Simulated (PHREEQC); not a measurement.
# Polishing slurry liquid (model solution)

Solution (20 °C): 160 mmol/kgw HNO3, 0.43 mmol/kgw K2SO4 and 95 mmol/kgw KH2PO4. Closed to the air; pH follows from the charge balance.

Equilibrium calculation in PHREEQC: ion-association model, phreeqc.dat.

This is a speciation only: nothing precipitates in the calculation.

Problem. Estimate the pH, density.

Solution. pH 1.20; density 1.011 g/cm³.

Problem. In which forms is P present?

Solution. H3PO4 86 %, H2PO4- 14 % of the P.
